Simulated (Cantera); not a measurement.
## Equilibrium for silicon oxide and oxynitride deposition: Si₂H₆ + N₂O + H₂ + NO

A closed system holds: 1 mol Si₂H₆, 1.4 mol N₂O, 1.9 mol H₂, a varied amount of NO, held at 600 K and 9.75 Torr.

These are equilibrium values from Cantera (NASA tables, ideal gas, pure condensed phases), not measurements of a reactor. Candidate condensed phases: H₂O, Si, SiO₂, Si₂N₂O, Si₃N₄; 35 gas species. The feed counts by its element totals alone. Rates play no part.

From 0.65 mol NO to 2.1 mol NO the condensed part is SiO₂(α-quartz) + Si₂N₂O(s). From 2.6 mol NO to 7 mol NO the condensed part is SiO₂(α-quartz).

```
n(NO) (mol)    x H₂   x N₂    x H₂O     x NH₃  n SiO₂(α-quartz)  n Si₂N₂O(s)
-----------  ------  -----  -------  --------  ----------------  -----------
0.65          0.820  0.180  4.60e-7  0.000170             0.700        0.650
0.79          0.804  0.196  4.64e-7  0.000173             0.793        0.603
0.97          0.785  0.215  4.67e-7  0.000174             0.913        0.543
1.2           0.762  0.238  4.69e-7  0.000175              1.07        0.467
1.4           0.742  0.258  4.69e-7  0.000176              1.20        0.400
1.7           0.715  0.285  4.68e-7  0.000175              1.40        0.300
2.1           0.682  0.318  4.63e-7  0.000172              1.67        0.167
2.6           0.645  0.355  4.54e-7  0.000167              2.00            0
3.2           0.544  0.380   0.0760  0.000134              2.00            0
3.9           0.436  0.406    0.158   9.93e-5              2.00            0
4.7           0.324  0.434    0.243   6.56e-5              2.00            0
5.7           0.197  0.464    0.339   3.22e-5              2.00            0
7            0.0510  0.500    0.449   4.41e-6              2.00            0
```
x: gas mole fraction; n: condensed amount in mol.
